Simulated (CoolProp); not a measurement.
Computed with CoolProp (reference Helmholtz-energy equation of state, Thol 2017).

### Question
For octamethyltrisiloxane (MDM), give the phase and the cp (kJ/(kg K)), speed of sound (m/s), isothermal compressibility (1/MPa) at 557.7 K and 4.19 MPa; 492.3 K and 3.23 MPa.

### Answer
- 557.7 K and 4.19 MPa: liquid; cp 2.43, speed of sound 265, isothermal compressibility 0.0319
- 492.3 K and 3.23 MPa: liquid; cp 2.26, speed of sound 383, isothermal compressibility 0.0131
